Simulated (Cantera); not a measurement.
## Ignition delay

Mixture: CH₄ : CO : O₂ : N₂ = 1 : 0.16 : 1.6 : 6.02 (molar parts), equivalence ratio 1.3, at 2780 Torr, adiabatic and at constant volume. Ignition delay is the time to a rise of 400 K.

Cantera simulation using GRI-Mech 3.0 (53 species, 325 reactions); the numbers are that mechanism's predictions, not measurements.

```
T0 (K)  delay (ms)
------  ----------
1025           274
1100          78.6
1175          25.3
1250          8.97
1325          3.43
1400          1.40
1475         0.610
1550         0.282
1625         0.139
```

The apparent activation energy between 1475 and 1625 K is 200 kJ/mol.
